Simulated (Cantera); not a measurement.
## Catalytic combustion on Pt

An isothermal plug-flow reactor at 550 K and 89000 Pa (inlet), inlet velocity 4 m/s, active area per volume 150 1/m; feed 0.507 % H2, 3.89 % O2, 93.2 % N2, 2.36 % H2O, equivalence ratio 0.065.

Cantera simulation using Deutschmann's 1995 Pt surface mechanism with GRI-Mech 3.0 gas chemistry; the numbers are that mechanism's predictions, not measurements. Catalytic surfaces can have several steady states; this one follows from the mechanism file's or the stated starting coverage. Mass transfer to the wall is taken as infinitely fast.

```
z (m)       x H2    x O2   x H2O  θ free Pt   θ O*   θ OH*
-------  -------  ------  ------  ---------  -----  ------
0.00015  0.00492  0.0389  0.0238      0.197  0.761  0.0415
0.00033  0.00474  0.0388  0.0239      0.190  0.768  0.0411
0.0007   0.00441  0.0386  0.0243      0.178  0.782  0.0402
0.0015   0.00383  0.0383  0.0249      0.155  0.806  0.0384
0.0033   0.00295  0.0379  0.0258      0.121  0.844  0.0350
0.007    0.00200  0.0375  0.0267     0.0829  0.887  0.0300
0.015    0.00117  0.0371  0.0276     0.0490  0.927  0.0238
```
x: gas mole fraction; θ: surface coverage.
